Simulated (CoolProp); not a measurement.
A Linde-Hampson liquefier for methane: isothermal reversible compression at 290 K from 1 atm to 20 MPa, throttling to 1 atm, return gas leaving the recuperator 5 K below the feed. Each further row changes one setting.

Computed with CoolProp (reference Helmholtz-energy equation of state, Setzmann 1991).

```
case                        liquid yield per pass  compression work (kJ/kg of gas)
--------------------------  ---------------------  -------------------------------
as stated                                     [?]                              747
high pressure 40 MPa                          [?]                              840
warm-end temperature 320 K                    [?]                              [?]
warm-end gap 10 K                             [?]                              747
```

**Question.** Complete the blanks.

**Answer.** 
- as stated, liquid yield per pass: 0.206
- high pressure 40 MPa, liquid yield per pass: 0.258
- warm-end temperature 320 K, liquid yield per pass: 0.151
- warm-end temperature 320 K, compression work (kJ/kg of gas): 842
- warm-end gap 10 K, liquid yield per pass: 0.196
